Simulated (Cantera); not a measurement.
Feed: 1 mol Al2O3, 0.018 mol N2, at 2875 K and 7.50 Torr.

These are equilibrium values from Cantera (NASA tables, ideal gas, pure condensed phases), not measurements of a reactor. Candidate condensed phases: Al, AlN, Al2O3; 16 gas species. Kinetics and transport are ignored.

Base state: N2 0.898, O 0.0436, Al 0.0235, AlO 0.0191, Al2O 0.00577, NO 0.00572, O2 0.00363, Al2O2 0.000263 (mole fractions); condensed: Al2O3(l).

Task: What changes in the equilibrium state with this change: 0.56 mol Cl2 added?

Result: 
```csv
species,before,after
Cl,0,0.698
O,0.0436,0.116
AlCl,0,0.0860
N2,0.898,0.0124
AlOCl,0,0.0387
O2,0.00363,0.0256
Al,0.0235,0.00542
AlO,0.0191,0.0117
AlCl2,0,0.00316
ClO,0,0.000105
Cl2,0,8.33e-5
AlCl3,0,6.78e-5
N,5.69e-5,6.70e-6
"Al2O3(l), mol",0.999,0.901
```
The tables' values for AlCl2 are old estimates; treat these amounts as uncertain. Further candidate phases: AlCl3.

Task: What changes in the equilibrium state with this change: temperature from 2875 K to 2275 K?

Result: 
```
species          before    after
-------------  --------  -------
N2                0.898    1.000
Al               0.0235  5.58e-5
O                0.0436  5.29e-5
AlO              0.0191  1.61e-5
AlO2            3.83e-5  3.43e-9
Al2O2          0.000263  6.41e-8
Al2O3(l), mol     0.999        0
Al2O3(s), mol         0    1.000
```

Task: What changes in the equilibrium state with this change: Al2O3 replaced by BN?

Result: 
```json
[
 {"species": "N2", "before": "0.898", "after": "0.801"},
 {"species": "B", "before": "0", "after": "0.195"},
 {"species": "BN", "before": "0", "after": "0.00387"},
 {"species": "O", "before": "0.0436", "after": "0"},
 {"species": "Al", "before": "0.0235", "after": "0"},
 {"species": "AlO", "before": "0.0191", "after": "0"},
 {"species": "Al2O", "before": "0.00577", "after": "0"},
 {"species": "NO", "before": "0.00572", "after": "0"},
 {"species": "O2", "before": "0.00363", "after": "0"},
 {"species": "Al2O2", "before": "0.000263", "after": "0"},
 {"species": "Al2O3(l), mol", "before": "0.999", "after": "0"},
 {"species": "B(l), mol", "before": "0", "after": "0.871"}
]
```
Further candidate phases: B, BN.
